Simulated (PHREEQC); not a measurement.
Make-up at 20 °C: 190 mmol/kgw CdBr2. It is in equilibrium with CO2 at log p = -3.5 (atm). Otherwise closed; pH follows from the charge balance.

Equilibrium calculation in PHREEQC: ion-association model, phreeqc.dat.

No solid was allowed to form.

### Question
Estimate the pH, activity of water, ionic strength.

### Answer
pH 5.58; activity of water 0.994; ionic strength 0.173 mol/kgw.

### Question
In which forms is Cd present?

### Answer
CdBr+ 64 %, CdBr2 27 %, Cd+2 8.9 % of the Cd.
